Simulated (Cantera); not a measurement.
A Cantera script and its output.

```python
import numpy as np
import cantera as ct

gas = ct.Solution("gri30.yaml")
gas.TPX = 1448, 120000, {'CO': 0.0011, 'O2': 0.0051, 'H2O': 0.0015, 'N2': 1}
inlet = ct.Reservoir(gas, clone=True)

reactor = ct.IdealGasConstPressureReactor(gas, energy="off", clone=False)
exhaust = ct.Reservoir(gas, clone=True)
tau = [2.6, 0.97, 0.36, 0.14, 0.05, 0.019, 0.007, 0.0026][0]
for a, b in ((inlet, reactor), (reactor, exhaust)):
    ct.MassFlowController(a, b, mdot=lambda t: reactor.mass / tau)
net = ct.ReactorNet([reactor])
show = ['CO', 'O2', 'H2O', 'HO2', 'H2', 'CO2']

rows = []
print(f"{'tau/s':>10s}{'T/K':>9s}" + "".join(f"{s:>11s}" for s in show))
for tau in [2.6, 0.97, 0.36, 0.14, 0.05, 0.019, 0.007, 0.0026]:
    net.initial_time = 0.0
    net.advance(30 * tau)
    before = gas.X
    net.advance(40 * tau)
    drift = np.max(np.abs(gas.X - before) / (gas.X + 1e-9))
    rows.append([gas.T, *gas[show].X, drift])
    print(f"{tau:10.3e}{gas.T:9.1f}" + "".join(f"{x:11.3e}" for x in gas[show].X))
```

Output:

```
     tau/s      T/K         CO         O2        H2O        HO2         H2        CO2
 2.600e+00   1448.0  1.104e-05  4.518e-03  1.483e-03  4.615e-08  5.884e-07  1.081e-03
 9.700e-01   1448.0  2.183e-05  4.521e-03  1.480e-03  8.329e-08  1.060e-06  1.070e-03
 3.600e-01   1448.0  4.293e-05  4.528e-03  1.476e-03  1.436e-07  1.922e-06  1.049e-03
 1.400e-01   1448.0  8.065e-05  4.542e-03  1.471e-03  2.271e-07  3.360e-06  1.011e-03
 5.000e-02   1448.0  1.564e-04  4.572e-03  1.462e-03  3.437e-07  5.974e-06  9.357e-04
 1.900e-02   1448.0  2.804e-04  4.623e-03  1.451e-03  4.617e-07  9.526e-06  8.115e-04
 7.000e-03   1448.0  4.812e-04  4.712e-03  1.439e-03  5.614e-07  1.316e-05  6.107e-04
 2.600e-03   1448.0  7.441e-04  4.841e-03  1.439e-03  5.879e-07  1.292e-05  3.476e-04
```

Model: GRI-Mech 3.0 (53 species, 325 reactions), integrated in Cantera.
